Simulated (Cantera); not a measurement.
Equilibrium for hydrogen reduction and annealing atmospheres: Ta2O5 + H2

Charge: 1 mol Ta2O5, 12 mol H2.

These are equilibrium values from Cantera (NASA tables, ideal gas, pure condensed phases), not measurements of a reactor. Candidate condensed phases: H2O, Ta, Ta2O5; 12 gas species. Mutual solubility and eutectic melting of coexisting phases are not modelled. Condensed phases not in the tables: N, O or C dissolved in the metal. Rates play no part.

Stable condensed phases:

```
T in K \ P in Pa
              10      68     460    3200   22000  150000 1000000
   2098        A       A       B       B       B       B       B
   2048        A       A       B       B       B       B       B
   1998        A       B       B       B       B       B       B
   1948        A       B       B       B       B       B       B
   1898        A       B       B       B       B       B       B
   1848        B       B       B       B       B       B       B
   1798        B       B       B       B       B       B       B
   1748        B       B       B       B       B       B       B
   1698        B       B       B       B       B       B       B
   1648        B       B       B       B       B       B       B
   1598        B       B       B       B       B       B       B
   1548        B       B       B       B       B       B       B
   1498        B       B       B       B       B       B       B
   1448        B       B       B       B       B       B       B
```

A: Ta2O5; B: Ta + Ta2O5.
